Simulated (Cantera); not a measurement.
Input (Python, Cantera) and output of one run.

```python
import numpy as np
import cantera as ct

gas_names = """
    CH4 H
""".split()
cond_names = """
    Ti(a) Ti(b) Ti(L) TiC(s) TiC(L)
""".split()


# ... load() reads the species with a 1 bar reference pressure and builds the phases ...
species = {s.name: s for s in load("nasa_gas.yaml", gas_names) + load("nasa_condensed.yaml", cond_names)}
# Each term lists the table entries of one substance; the one whose range holds T is used.
reactions = {
    'Ti + CH4(g) = 4 H(g) + TiC':
        [(-1, ['Ti(a)', 'Ti(b)', 'Ti(L)']), (-1, ['CH4']), (4, ['H']), (1, ['TiC(s)', 'TiC(L)'])],
}


def pick(names, T):
    return next(species[n] for n in names if species[n].thermo.min_temp <= T <= species[n].thermo.max_temp)


results = []
for label, terms in reactions.items():
    print(label)
    print("     T/K   dH/kJ  dS/(J/K)   dG/kJ   log10 K")
    for T in [1300, 1350, 1400, 1450, 1500, 1550, 1600]:
        used = [(nu, pick(names, T)) for nu, names in terms]
        dH = sum(nu * s.thermo.h(T) for nu, s in used) / 1e6
        dS = sum(nu * s.thermo.s(T) for nu, s in used) / 1e3
        dG = dH - T * dS / 1e3
        logK = -dG * 1e6 / (ct.gas_constant * T * np.log(10))
        results.append((label, T, dH, dS, dG, logK, [s.name for _, s in used]))
        print(f"{T:8g} {dH:8.1f} {dS:8.1f} {dG:8.1f} {logK:8.2f}")
```

Result:

```
Ti + CH4(g) = 4 H(g) + TiC
     T/K   dH/kJ  dS/(J/K)   dG/kJ   log10 K
    1300    797.6    327.6    371.7   -14.93
    1350    798.6    328.4    355.3   -13.75
    1400    799.6    329.1    338.9   -12.64
    1450    800.5    329.7    322.4   -11.61
    1500    801.2    330.2    305.9   -10.65
    1550    802.0    330.7    289.4    -9.75
    1600    802.6    331.1    272.8    -8.91
```

Cantera with NASA thermochemical tables; ideal gases at 1 bar, condensed phases pure. TiC: taken at fixed stoichiometry. Condensed species are held in their standard states even where they would react or evaporate.
